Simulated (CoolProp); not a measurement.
Vapour-liquid equilibrium of R143a (1) + R134a (2) at -3.25 °C; x and y are mole fractions of (1).

Values from CoolProp's multi-fluid Helmholtz-energy mixture model, Lemmon and Jacobsen 2000 and Tillner-Roth 1994; pair parameters Lemmon 2004.

```
x     bubble pressure, mixture model (MPa)  bubble pressure, Raoult's law (MPa)  y, mixture model  y, Raoult's law
----  ------------------------------------  -----------------------------------  ----------------  ---------------
0.05                                0.2743                               0.2748             0.095            0.102
0.15                                0.3033                               0.3048             0.260            0.275
0.25                                0.3325                               0.3347             0.398            0.418
0.35                                0.3619                               0.3647             0.515            0.537
0.45                                0.3916                               0.3946             0.616            0.638
0.55                                0.4214                               0.4246             0.704            0.725
0.65                                0.4515                               0.4545             0.782            0.800
0.75                                0.4818                               0.4845             0.852            0.866
0.85                                0.5125                               0.5144             0.915            0.924
0.95                                0.5436                               0.5444             0.973            0.976
```

The largest gap from Raoult's law is -0.8 % in bubble pressure, at x = 0.45. No azeotrope shows between x = 0.05 and 0.95.

The pair parameters rest on a limited set of measurements; away from them the model extrapolates.
